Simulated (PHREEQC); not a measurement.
Dissolve 1.4 mmol/kgw HF, 45 mmol/kgw NaF, 0.5 mmol/kgw (NH4)2SiF6 and 73 mmol/kgw H2SO4 at 25 °C. Closed to the air; pH follows from the charge balance.

The numbers come from PHREEQC with the ion-association model, phreeqc.dat.

No solid was allowed to form.

**Question.** What pH does the model give?

**Answer.** pH 1.35.

**Question.** In which forms is F present?

**Answer.** HF 91 %, SiF6-2 6.1 %, F- 1.9 %, HF2- 0.6 % of the F.

SiF6-2 is the database's only silicon fluoride.
